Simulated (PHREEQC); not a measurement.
0.39 g of hydrous ferric oxide (600 m²/g; 0.2 weak and 0.005 strong sites per Fe, Dzombak-Morel constants, diffuse double layer) in 1 kg of water with 0.1 mol/kgw of an inert sodium salt, at 25 °C; the pH is set by adding NaOH or the inert anion's acid. Oxygen is held at 0.21 atm. The system is closed to CO2. No solid was allowed to form.

Base run: PHREEQC, ion-association model, wateq4f.dat. Each further column changes one thing. The table gives surface charge σ (C/m²).

```
pH       base  background salt from 0.1 to 0.01 mol/kgw  oxide from 0.39 to 2 g/kgw  0.00058 mol/kgw Na2SeO4 added
-----  ------  ----------------------------------------  --------------------------  -----------------------------
4       0.321                                     0.217                       0.321                          0.117
4.67    0.253                                       [?]                       0.254                          0.109
5.33    0.177                                     0.088                       0.177                          0.092
6       0.111                                       [?]                       0.112                          0.071
6.67    0.063                                     0.025                       0.063                          0.049
7.33    0.029                                     0.011                       0.029                          0.027
8       0.004                                       [?]                       0.004                          0.004
8.67   -0.020                                    -0.007                      -0.020                         -0.021
9.33   -0.051                                    -0.020                      -0.051                         -0.051
10     -0.094                                       [?]                      -0.094                         -0.094
10.67  -0.154                                       [?]                      -0.154                         -0.155
11.33  -0.229                                    -0.131                      -0.230                         -0.230
12     -0.307                                    -0.229                      -0.307                         -0.307
```

### Question
Some entries are withheld; supply them.

### Answer

- 4.67, background salt from 0.1 to 0.01 mol/kgw: 0.144
- 6, background salt from 0.1 to 0.01 mol/kgw: 0.050
- 8, background salt from 0.1 to 0.01 mol/kgw: 0.001
- 10, background salt from 0.1 to 0.01 mol/kgw: -0.040
- 10.67, background salt from 0.1 to 0.01 mol/kgw: -0.075
